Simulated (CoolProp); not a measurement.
Hexamethyldisiloxane (MM) along the isotherm 560.8 K: density (kg/m³) from the reference equation and from simpler models built on Tc = 518.7 K, pc = 1.931 MPa, ω = 0.418; each cubic takes its own stable root.

Values from CoolProp's reference Helmholtz-energy equation of state, Thol 2016.

| p (MPa) | phase | reference | van der Waals | Redlich-Kwong | Peng-Robinson |
|---|---|---|---|---|---|
| 0.0611 | gas | 2.146 | 2.145 | 2.146 | 2.148 |
| 0.103 | gas | 3.640 | 3.635 | 3.640 | 3.643 |
| 0.174 | gas | 6.213 | 6.199 | 6.214 | 6.223 |
| 0.294 | gas | 10.69 | 10.65 | 10.69 | 10.72 |
| 0.495 | gas | 18.58 | 18.46 | 18.58 | 18.66 |
| 0.836 | gas | 33.28 | 32.96 | 33.32 | 33.50 |
| 1.41 | gas | 63.03 | 62.57 | 63.52 | 63.73 |
| 2.38 | supercritical | 139.6 | 157.6 | 150.3 | 142.2 |
| 4.02 | supercritical | 356.5 | 303.2 | 338.0 | 330.0 |
| 6.78 | supercritical | 449.8 | 355.5 | 426.3 | 447.7 |
| 11.4 | supercritical | 505.4 | 395.6 | 493.8 | 532.1 |
| 19.3 | supercritical | 554.1 | 431.5 | 555.5 | 606.1 |
